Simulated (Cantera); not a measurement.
Charge: 1 mol SiHCl₃, 0.35 mol N₂, 1.9 mol H₂, 2.2 mol NH₃, equilibrated at 1077 °C and 64.0 Pa.

Cantera equilibrium calculation (NASA polynomials, part measured and part estimated; ideal gas, pure solids and liquids). Candidate condensed phases: NH₄Cl, Si, Si₃N₄; 28 gas species. The tables' values for SiCl₃ are old estimates; treat these amounts as uncertain. Rates play no part.

Base state: H₂ 0.554, HCl 0.288, N₂ 0.121, SiCl₂ 0.0340, SiCl₃ 0.00244, SiCl₄ 0.000871, SiHCl₃ 9.58e-5, H 7.01e-5 (mole fractions); condensed: Si₃N₄(s).

Q: What changes in the equilibrium state with this change: N₂ from 0.35 to 2.5 mol?

A: 
| species | before | after |
|---|---|---|
| H₂ | 0.554 | 0.430 |
| N₂ | 0.121 | 0.299 |
| HCl | 0.288 | 0.251 |
| SiCl₂ | 0.0340 | 0.0181 |
| SiHCl₃ | 9.58e-5 | 4.43e-5 |
| SiCl₄ | 0.000871 | 0.000450 |
| SiCl₃ | 0.00244 | 0.00128 |
| H | 7.01e-5 | 6.18e-5 |
| Cl | 3.04e-5 | 3.00e-5 |
| Si₃N₄(s), mol | 0.232 | 0.266 |

Q: What changes in the equilibrium state with this change: pressure from 64.0 Pa to 24.0 Pa?

A: 
```tsv
species	before	after
H₂	0.554	0.562
HCl	0.288	0.258
N₂	0.121	0.129
SiCl₂	0.0340	0.0492
SiCl₄	0.000871	0.000372
SiHCl₃	9.58e-5	4.65e-5
H	7.01e-5	0.000115
Cl	3.04e-5	4.40e-5
Si₃N₄(s), mol	0.232	0.191
```
